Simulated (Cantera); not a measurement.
What does this Cantera script print?

```python
import numpy as np
import cantera as ct

gas_names = """
    Cr CrN CrO CrO2 CrO3 N NO NO2 NO3 N2 N2O O O2 O3
""".split()
cond_names = """
    Cr(cr) Cr(L) CrN(s) Cr2N(s) Cr2O3(s) Cr2O3(L)
""".split()


def load(file, names, dense=False):
    # The tables refer to 1 bar. Condensed volumes are neglected.
    table = {s.name: s for s in ct.Species.list_from_file(file)}
    out = []
    for n in names:
        d = dict(table[n].input_data)
        d["thermo"] = dict(d["thermo"], **{"reference-pressure": 1e5})
        if dense:
            d["equation-of-state"] = {"model": "constant-volume", "density": "1e6 g/cm^3"}
        out.append(ct.Species.from_dict(d))
    return out


gas = ct.Solution(thermo="ideal-gas", species=load("nasa_gas.yaml", gas_names))
cond = {s.name: ct.Solution(thermo="fixed-stoichiometry", species=[s], name=s.name)
        for s in load("nasa_condensed.yaml", cond_names, dense=True)}
atoms = {
    'Cr': {'Cr': 1},
    'N2O': {'N': 2, 'O': 1},
}
top_T = {'CrN(s)': 1900, 'Cr2N(s)': 1900}  # K; cautious upper limits of use, not melting points


def equilibrate(T, P, feed):
    n = {}
    for name, mol in feed.items():
        for a, k in atoms[name].items():
            n[a] = n.get(a, 0.0) + k * mol
    gas.TPX = T, P, n
    mass = sum(n.values()) * gas.mean_molecular_weight
    gas.equilibrate("TP")
    valid = [c for c in cond.values() if c.min_temp <= T <= top_T.get(c.name, c.max_temp)]
    mix = ct.Mixture([(gas, mass / gas.mean_molecular_weight)] + [(c, 0.0) for c in valid])
    mix.T, mix.P = T, P
    mix.equilibrate("TP", solver="vcs", rtol=1e-11, max_steps=5000)
    return mix


results = []
feed = {'Cr': 1, 'N2O': 0.19}  # mol
T = 2175  # K
for P in [0.1, 1.5, 22, 320, 4600, 68000, 1000000]:
    mix = equilibrate(T, P, feed)
    results.append((T, P, feed, dict(zip(mix.species_names, mix.species_moles))))

top = {s: max(r[3][s] / sum(r[3][g] for g in gas_names) for r in results) for s in gas_names}
cols = sorted((s for s in top if top[s] > 1e-06), key=lambda s: -top[s])[:8]
seen = [c for c in cond_names if any(r[3].get(c, 0) > 1e-12 for r in results)]
print("log10 of partial pressures in bar; condensed amounts in mol")
print(f"{'P/Pa':>10s}" + "".join(f"{s[:9]:>10s}" for s in cols + seen))
for T, P, feed, n in results:
    ng = sum(n[g] for g in gas_names)
    print(f"{P:10.4g}" + "".join(f"{np.log10(max(n[s] / ng * P / 1e5, 1e-99)):10.3f}" for s in cols)
          + "".join(f"{n.get(c, 0):10.4g}" for c in seen))
```

It prints:

```
log10 of partial pressures in bar; condensed amounts in mol
      P/Pa        N2        Cr       CrO         O      CrO2        O2        NO         N     Cr(L)  Cr2O3(s)
       0.1    -6.848    -6.143    -7.552    -6.966    -9.336    -8.657    -9.286   -11.460         0         0
       1.5    -5.635    -4.979    -5.793    -6.371    -6.982    -7.468    -8.084   -10.853         0         0
        22    -4.456    -3.817    -4.530    -6.270    -5.618    -7.265    -7.394   -10.263         0         0
       320    -3.253    -2.597    -3.963    -6.923    -5.704    -8.571    -7.445    -9.662         0   0.05051
      4600    -1.408    -2.173    -3.821    -7.206    -5.845    -9.137    -6.805    -8.739    0.8404   0.06308
   6.8e+04    -0.172    -2.173    -3.821    -7.206    -5.845    -9.137    -6.187    -8.121    0.8714   0.06332
     1e+06     1.000    -2.173    -3.821    -7.206    -5.845    -9.137    -5.602    -7.536    0.8732   0.06333
```

These are equilibrium values from Cantera (NASA tables, ideal gas, pure condensed phases), not measurements of a reactor. Mutual solubility and eutectic melting of coexisting phases are not modelled.
